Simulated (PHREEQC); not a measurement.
## Leach liquor: speciation

A solution holds 0.0032 mol/kgw H2SO4 and 0.0017 mol/kgw Al2(SO4)3, at 25 °C. Closed to the air; pH follows from the charge balance.

Model: ion-association model, phreeqc.dat, run in PHREEQC.

This is a speciation only: nothing precipitates in the calculation.

### Question
Estimate the pH, ionic strength.

### Answer
pH 2.34; ionic strength 0.0161 mol/kgw.

### Question
In which forms is S present?

### Answer
SO4-2 50 %, AlSO4+ 30 %, HSO4- 15 %, Al(SO4)2- 4.8 % of the S.
